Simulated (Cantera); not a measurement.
# Hydrogen reduction and annealing atmospheres: Cu2O + H2 + H2O

Input: 1 mol Cu2O, 1000 mol H2, 6.7 mol H2O, at 19.0 Pa.

Equilibrium computed with Cantera from the NASA thermochemical tables; the gas is ideal and each condensed phase is pure. Candidate condensed phases: Cu, CuO, Cu(OH)2, Cu2O, H2O; 12 gas species. The numbers say what is thermodynamically allowed, not how fast it happens.

| T (K) | x H2 | x H | x H2O | x Cu | x OH | n Cu(s) |
|---|---|---|---|---|---|---|
| 975 | 0.992 | 8.27e-8 | 0.00765 | 2.94e-8 | 1.16e-12 | 2.00 |
| 1075 | 0.992 | 1.06e-6 | 0.00765 | 1.34e-6 | 3.10e-11 | 2.00 |
| 1175 | 0.992 | 8.86e-6 | 0.00765 | 3.18e-5 | 4.76e-10 | 1.97 |
| 1275 | 0.992 | 5.33e-5 | 0.00765 | 0.000456 | 4.78e-9 | 1.54 |
| 1375 | 0.990 | 0.000247 | 0.00763 | 0.00198 | 3.43e-8 | 0 |
| 1475 | 0.989 | 0.000936 | 0.00763 | 0.00198 | 1.89e-7 | 0 |
| 1575 | 0.987 | 0.00300 | 0.00762 | 0.00198 | 8.40e-7 | 0 |
| 1675 | 0.982 | 0.00835 | 0.00760 | 0.00197 | 3.12e-6 | 0 |
| 1775 | 0.970 | 0.0207 | 0.00754 | 0.00196 | 1.00e-5 | 0 |
| 1875 | 0.944 | 0.0462 | 0.00743 | 0.00194 | 2.83e-5 | 0 |
| 1975 | 0.897 | 0.0940 | 0.00720 | 0.00189 | 7.19e-5 | 0 |
| 2075 | 0.817 | 0.175 | 0.00678 | 0.00181 | 0.000165 | 0 |
| 2175 | 0.696 | 0.296 | 0.00605 | 0.00169 | 0.000345 | 0 |
x: gas mole fraction; n: condensed amount in mol.

From 975 K to 1275 K the condensed part is Cu(s). From 1375 K to 2175 K nothing is condensed. The main Cu-bearing gas is Cu throughout.
